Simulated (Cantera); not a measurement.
What does this Cantera script print?

```python
import numpy as np
import cantera as ct

gas_names = """
    O2 H2O
""".split()
cond_names = """
    Ba(L) BaO(s) BaO2H2(L)
""".split()


# ... load() reads the species with a 1 bar reference pressure and builds the phases ...
species = {s.name: s for s in load("nasa_gas.yaml", gas_names) + load("nasa_condensed.yaml", cond_names)}
T = 1200
g = {n: (s.thermo.h(T) - T * s.thermo.s(T)) / (ct.gas_constant * T * np.log(10)) for n, s in species.items()}
valid = cond_names  # the entries whose range holds T


def stable(la, lb):
    # potentials (over RT ln 10) of the two non-metals from log10 p(O2) and log10 p(H2O) in bar
    mu = {}
    mu["O"] = (g["O2"] + la) / 2
    mu["H"] = (g["H2O"] + lb - 1 * mu["O"]) / 2
    cost = {}
    for n in valid:
        c = species[n].composition
        cost[n] = (g[n] - sum(c.get(e, 0) * m for e, m in mu.items())) / c["Ba"]
    return min(cost, key=cost.get)


results = []
for lb in [1, -0.7, -2.3, -4, -5.7, -7.3, -9, -10.7, -12.3, -14, -15.7, -17.3, -19]:
    row = [stable(la, lb) for la in [-27, -25.4, -23.7, -22.1, -20.4, -18.8, -17.1, -15.5, -13.8, -12.2, -10.5, -8.9, -7.2, -5.6, -3.9, -2.3, -0.6, 1]]
    results.append(row)
    print(f"{lb:6.1f}  " + " ".join(f"{valid.index(n):x}" for n in row))
print("key: " + ", ".join(f"{i:x} {n}" for i, n in enumerate(valid)))
```

Result:

```
   1.0  2 2 2 2 2 2 2 2 2 2 2 2 2 2 2 2 2 2
  -0.7  1 1 1 1 1 1 1 1 1 1 1 1 1 1 1 1 1 1
  -2.3  1 1 1 1 1 1 1 1 1 1 1 1 1 1 1 1 1 1
  -4.0  1 1 1 1 1 1 1 1 1 1 1 1 1 1 1 1 1 1
  -5.7  1 1 1 1 1 1 1 1 1 1 1 1 1 1 1 1 1 1
  -7.3  1 1 1 1 1 1 1 1 1 1 1 1 1 1 1 1 1 1
  -9.0  1 1 1 1 1 1 1 1 1 1 1 1 1 1 1 1 1 1
 -10.7  1 1 1 1 1 1 1 1 1 1 1 1 1 1 1 1 1 1
 -12.3  1 1 1 1 1 1 1 1 1 1 1 1 1 1 1 1 1 1
 -14.0  1 1 1 1 1 1 1 1 1 1 1 1 1 1 1 1 1 1
 -15.7  1 1 1 1 1 1 1 1 1 1 1 1 1 1 1 1 1 1
 -17.3  1 1 1 1 1 1 1 1 1 1 1 1 1 1 1 1 1 1
 -19.0  1 1 1 1 1 1 1 1 1 1 1 1 1 1 1 1 1 1
key: 0 Ba(L), 1 BaO(s), 2 BaO2H2(L)
```

Cantera with NASA thermochemical tables; ideal gases at 1 bar, condensed phases pure. Not in the tables: the peroxide. Part of the grid cannot be reached: there another gas would pass 10 bar, or a non-metal would condense.
